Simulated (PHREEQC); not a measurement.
Model water analysis in mg/L, 19 °C, pH 7.99, pe -1.3: Na 9570; K 238; Ca 104; Mg 259; Cl 13400; S(6) as SO4 2860; Alkalinity as HCO3 0.842; Si as SiO2 15.4; Mn(2) 159.

Valence states are taken as typed.

Model: ion-association model, phreeqc.dat, run in PHREEQC.

```yaml
ionic_strength: 0.476 mol/kgw
activity_of_water: 0.985
specific_conductance: 33800 µS/cm
density: 1.019 g/cm³
charge_balance_error: 2.0 %
```

```json
[
 {"species": "Na+", "molality": "0.419", "activity": "0.302", "log γ": "-0.142"},
 {"species": "Cl-", "molality": "0.387", "activity": "0.254", "log γ": "-0.183"},
 {"species": "SO4-2", "molality": "0.0193", "activity": "0.00409", "log γ": "-0.673"},
 {"species": "Mg+2", "molality": "0.00898", "activity": "0.00267", "log γ": "-0.526"},
 {"species": "NaSO4-", "molality": "0.00855", "activity": "0.00596", "log γ": "-0.157"},
 {"species": "K+", "molality": "0.00611", "activity": "0.00397", "log γ": "-0.187"}
]
```

This is a speciation only: nothing precipitates in the calculation. Examples of supersaturated solids here: Quartz (slow to form), Chalcedony (slow to form). Others may be too.
